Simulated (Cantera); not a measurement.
## Equilibrium for hydrogen reduction and annealing atmospheres: NiS + H2 + N2

Input: 1 mol NiS, 1.8 mol H2, 0.57 mol N2, held at 0.000440 bar.

Equilibrium computed with Cantera from the NASA thermochemical tables; the gas is ideal and each condensed phase is pure. Candidate condensed phases: Ni, NiS, NiS2, Ni3S2, Ni3S4, S; 17 gas species. Metal and sulfide melt together well below either melting point, which pure phases cannot show. Mutual solubility and eutectic melting of coexisting phases are not modelled. Gases not in the tables: S3 to S7. Rates play no part.

From 848 K to 1048 K the condensed part is Ni3S2(s). From 1148 K to 1548 K the condensed part is Ni3S2(l). At 1648 K the condensed part is Ni(s) + Ni3S2(l). From 1748 K to 1948 K the condensed part is Ni(l). At 2048 K nothing is condensed.

```csv
T (K),x H2,x N2,x Ni,x S2,x H2S,x H,x S,x NiS,x SH,n Ni3S2(s),n Ni3S2(l),n Ni(s),n Ni(l)
848,0.619,0.240,<1e-12,0.000133,0.140,7.14e-10,3.63e-11,<1e-12,1.49e-6,0.333,0,0,0
948,0.621,0.240,<1e-12,0.00182,0.137,1.97e-8,3.39e-9,1.84e-12,1.69e-5,0.333,0,0,0
1048,0.634,0.238,4.17e-12,0.0112,0.117,2.93e-7,1.15e-7,2.41e-10,0.000104,0.333,0,0,0
1148,0.659,0.234,4.93e-10,0.0288,0.0787,2.77e-6,1.60e-6,1.14e-8,0.000358,0,0.333,0,0
1248,0.679,0.230,2.98e-8,0.0434,0.0467,1.83e-5,1.21e-5,2.62e-7,0.000835,0,0.333,0,0
1348,0.691,0.228,1.02e-6,0.0521,0.0273,9.17e-5,6.23e-5,3.62e-6,0.00157,0,0.333,0,0
1448,0.697,0.226,2.15e-5,0.0566,0.0164,0.000367,0.000247,3.37e-5,0.00260,0,0.333,0,0
1548,0.699,0.225,0.000307,0.0585,0.0103,0.00123,0.000805,0.000230,0.00394,0,0.333,0,0
1648,0.635,0.206,0.00240,0.132,0.00915,0.00338,0.00337,0.00140,0.00800,0,0.103,0.679,0
1748,0.597,0.194,0.0136,0.155,0.00638,0.00842,0.00904,0.00476,0.0114,0,0,0,0.946
1848,0.555,0.182,0.0601,0.136,0.00396,0.0188,0.0190,0.0117,0.0136,0,0,0,0.776
1948,0.431,0.145,0.227,0.0921,0.00187,0.0354,0.0324,0.0227,0.0127,0,0,0,0.0171
2048,0.398,0.139,0.230,0.0786,0.00122,0.0673,0.0578,0.0139,0.0140,0,0,0,0
```
x: gas mole fraction; n: condensed amount in mol.
